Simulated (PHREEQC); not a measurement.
LiOH is added in steps, without added water, to 1 kg of water holding 1.5 mmol/kgw Na2CO3, at 25 °C. Oxygen is held at 0.21 atm. CO2 from the air is kept out. Only these solids could form: Nahcolite, Natron.

Base run: PHREEQC, ion-association model, wateq4f.dat. Each further column changes one thing. The table gives pH.

| LiOH added (mol) | base | Na2CO3 replaced by NaHSO4 at the same molality | 0.0024 mol/kgw HBr added | temperature from 25 to 10 °C | no solid may form |
|---|---|---|---|---|---|
| 0 | 10.61 | 2.89 | 6.15 | 10.99 | 10.61 |
| 0.0011 | 11.07 | 3.47 | 9.35 | 11.58 | 11.07 |
| 0.0022 | 11.32 | 10.81 | 10.48 | 11.85 | 11.32 |
| 0.0033 | 11.49 | 11.22 | 11.00 | 12.02 | 11.49 |
| 0.0044 | 11.61 | 11.42 | 11.28 | 12.14 | 11.61 |
| 0.0055 | 11.70 | 11.56 | 11.46 | 12.23 | 11.70 |
| 0.0066 | 11.77 | 11.66 | 11.58 | 12.31 | 11.77 |
| 0.0077 | 11.84 | 11.74 | 11.68 | 12.37 | 11.84 |
| 0.0088 | 11.89 | 11.81 | 11.76 | 12.43 | 11.89 |
| 0.0099 | 11.94 | 11.87 | 11.82 | 12.48 | 11.94 |
| 0.011 | 11.99 | 11.92 | 11.88 | 12.52 | 11.99 |

 At this temperature some constants are extrapolated from 25 °C, and those without enthalpy data are left unchanged. Solids allowed in the column 'Na2CO3 replaced by NaHSO4 at the same molality': Mirabilite.
